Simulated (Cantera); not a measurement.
Input (Python, Cantera) and output of one run.

```python
import numpy as np
import cantera as ct

gas_names = """
    SF6 SiF2 S2
""".split()
cond_names = """
    Si(cr) Si(L) S(cr1) S(cr2) S(L)
""".split()


# ... load() reads the species with a 1 bar reference pressure and builds the phases ...
species = {s.name: s for s in load("nasa_gas.yaml", gas_names) + load("nasa_condensed.yaml", cond_names)}
# Each term lists the table entries of one substance; the one whose range holds T is used.
reactions = {
    '6 Si + 2 SF6(g) = 6 SiF2(g) + S2(g)':
        [(-6, ['Si(cr)', 'Si(L)']), (-2, ['SF6']), (6, ['SiF2']), (1, ['S2'])],
    '3 Si + SF6(g) = S + 3 SiF2(g)':
        [(-3, ['Si(cr)', 'Si(L)']), (-1, ['SF6']), (1, ['S(cr1)', 'S(cr2)', 'S(L)']), (3, ['SiF2'])],
}


def pick(names, T):
    return next(species[n] for n in names if species[n].thermo.min_temp <= T <= species[n].thermo.max_temp)


results = []
for label, terms in reactions.items():
    print(label)
    print("     T/K   dH/kJ  dS/(J/K)   dG/kJ   log10 K")
    for T in [598, 673, 748, 823, 898, 973, 1048]:
        used = [(nu, pick(names, T)) for nu, names in terms]
        dH = sum(nu * s.thermo.h(T) for nu, s in used) / 1e6
        dS = sum(nu * s.thermo.s(T) for nu, s in used) / 1e3
        dG = dH - T * dS / 1e3
        logK = -dG * 1e6 / (ct.gas_constant * T * np.log(10))
        results.append((label, T, dH, dS, dG, logK, [s.name for _, s in used]))
        print(f"{T:8g} {dH:8.1f} {dS:8.1f} {dG:8.1f} {logK:8.2f}")
```

It prints:

```
6 Si + 2 SF6(g) = 6 SiF2(g) + S2(g)
     T/K   dH/kJ  dS/(J/K)   dG/kJ   log10 K
     598   -971.8   1041.4  -1594.6   139.28
     673   -976.9   1033.3  -1672.4   129.80
     748   -982.4   1025.7  -1749.6   122.17
     823   -988.1   1018.4  -1826.2   115.91
     898   -994.1   1011.4  -1902.3   110.65
     973  -1000.3   1004.7  -1977.9   106.18
    1048  -1006.7    998.5  -2053.1   102.33
3 Si + SF6(g) = S + 3 SiF2(g)
     T/K   dH/kJ  dS/(J/K)   dG/kJ   log10 K
     598   -542.9    455.1   -815.1    71.19
     673   -544.3    452.9   -849.1    65.90
     748   -546.1    450.4   -883.0    61.66
     823   -548.0    448.0   -916.7    58.18
     898   -549.9    445.8   -950.2    55.27
     973   -551.8    443.7   -983.6    52.80
    1048   -554.0    441.6  -1016.8    50.68
```

Standard-state values (1 bar) from the NASA 1993 polynomials, evaluated with Cantera. The tables' values for SiF2 are old estimates. Condensed species are held in their standard states even where they would react or evaporate.
